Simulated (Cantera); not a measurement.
**Diamond growth**

A diamond (100) surface in a fixed gas of H2 with x(CH4) = 0.0057, x(H) = 0.002, x(CH3) = 0.00031, at 1000 K; coverages are run to steady state.

Cantera simulation using the Harris–Goodwin 1993 mechanism for the reconstructed diamond (100) surface; the numbers are that mechanism's predictions, not measurements.

```
P (Pa)  growth (µm/h)  θ c6HH  θ c6H*  θ c6*H   θ c6**  θ c6HM
------  -------------  ------  ------  ------  -------  ------
1000             1.02   0.557  0.0169   0.347  0.00844  0.0519
1400             1.55   0.553  0.0168   0.344  0.00838  0.0568
2000             2.38   0.549  0.0167   0.342  0.00832  0.0610
2800             3.51   0.547  0.0166   0.340  0.00828  0.0643
3900             5.07   0.545  0.0166   0.339  0.00825  0.0668
5500             7.35   0.543  0.0165   0.338  0.00823  0.0687
7600             10.4   0.542  0.0165   0.337  0.00821  0.0701
11000            15.2   0.541  0.0165   0.336  0.00820  0.0713
```
θ: site fractions in the mechanism's names (c6HH fully hydrogenated, c6H* and c6*H radical sites, c6** diradical, c6HM methylated).
